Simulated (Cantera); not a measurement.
NO annealing gas

A perfectly stirred reactor is fed with 85.5 % NO, 14.5 % N₂, at 0.160 bar; it is held at 1898 K, and followed from long to short residence time.

Model: GRI-Mech 3.0 (53 species, 325 reactions), integrated in Cantera.

```csv
τ (s),x NO,x O₂,x N₂,x N₂O,x O,x NO₂
17,0.251,0.301,0.447,2.14e-5,0.000410,0.000248
2.8,0.577,0.138,0.284,0.000121,0.000289,0.000385
0.47,0.790,0.0322,0.178,0.000243,0.000164,0.000273
0.078,0.843,0.00533,0.151,0.000274,0.000108,0.000171
0.013,0.853,0.000710,0.146,0.000220,8.52e-5,0.000128
0.0022,0.854,4.46e-5,0.145,9.50e-5,5.06e-5,6.50e-5
0.00036,0.855,8.63e-7,0.145,2.09e-5,1.49e-5,8.50e-6
```
x: mole fraction; the columns are a selection and need not sum to one.
